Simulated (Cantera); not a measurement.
Mixture: CH₄ : O₂ : N₂ = 1 : 4 : 20 (molar parts), equivalence ratio 0.50, at 3750 Torr, adiabatic and at constant volume. Ignition delay is the time to a rise of 400 K.

Cantera simulation using GRI-Mech 3.0 (53 species, 325 reactions); the numbers are that mechanism's predictions, not measurements.

What does this change do: O2 4 to 5.3 parts?


```
quantity                                                before       after
--------------------------------------------------  ----------  ----------
delay at 1125 K                                        24.7 ms     17.3 ms
delay at 1275 K                                        3.52 ms     2.43 ms
delay at 1425 K                                       0.660 ms    0.468 ms
delay at 1575 K                                       0.159 ms    0.120 ms
delay at 1725 K                                        49.3 µs     40.1 µs
apparent activation energy between 1650 and 1800 K  170 kJ/mol  160 kJ/mol
```

What does this change do: pressure from 3750 Torr to 19500 Torr?


```
quantity                                                before       after
--------------------------------------------------  ----------  ----------
delay at 1125 K                                        24.7 ms     4.50 ms
delay at 1275 K                                        3.52 ms    0.690 ms
delay at 1425 K                                       0.660 ms    0.152 ms
delay at 1575 K                                       0.159 ms     41.5 µs
delay at 1725 K                                        49.3 µs     13.4 µs
apparent activation energy between 1650 and 1800 K  170 kJ/mol  170 kJ/mol
```
The pressure lies above the range GRI-Mech 3.0 was tuned for (to about 10 atm).

What does this change do: constant pressure in place of constant volume?


```csv
quantity,before,after
delay at 1125 K,24.7 ms,25.3 ms
delay at 1275 K,3.52 ms,3.65 ms
delay at 1425 K,0.660 ms,0.689 ms
delay at 1575 K,0.159 ms,0.167 ms
delay at 1725 K,49.3 µs,52.1 µs
apparent activation energy between 1650 and 1800 K,170 kJ/mol,170 kJ/mol
```
